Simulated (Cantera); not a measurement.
**Stirred combustor or abatement burner**

A perfectly stirred reactor is fed with 5.44 % CH4, 2.89 % CO, 19.3 % O2, 72.4 % N2, equivalence ratio 0.64, at 500000 Pa; it is adiabatic with a 625 K inlet, and is followed from long to short residence time, starting on the burning branch (τ in s: 0.18, 0.067, 0.025, 0.0092, 0.0034, 0.0013, 0.00047, 0.00017, 6.4e-05, 2.4e-05, 8.8e-06).

Detailed kinetics in Cantera: GRI-Mech 3.0 (53 species, 325 reactions).

```
τ (s)    T (K)     x CH4      x CO    x O2      x H2    x N2O
-------  -----  --------  --------  ------  --------  -------
0.18      2029   9.27e-7  0.000280  0.0698   7.21e-5  5.81e-7
0.067     2029   2.36e-6  0.000342  0.0701   8.03e-5  6.21e-7
0.025     2028   5.69e-6  0.000491  0.0702  0.000100  7.19e-7
0.0092    2023   1.28e-5  0.000830  0.0703  0.000147  9.31e-7
0.0034    2015   2.62e-5   0.00152  0.0706  0.000244  1.28e-6
0.0013    2000   5.06e-5   0.00281  0.0711  0.000423  1.64e-6
0.00047   1972  0.000102   0.00535  0.0722  0.000760  1.79e-6
0.00017   1922  0.000218    0.0101  0.0745   0.00132  1.63e-6
6.4e-5    1836  0.000547    0.0192  0.0797   0.00212  1.29e-6
2.4e-5     625    0.0544    0.0289   0.193    <1e-12   <1e-12
8.8e-6     625    0.0544    0.0289   0.193    <1e-12   <1e-12
```
x: mole fraction; the columns are a selection and need not sum to one.
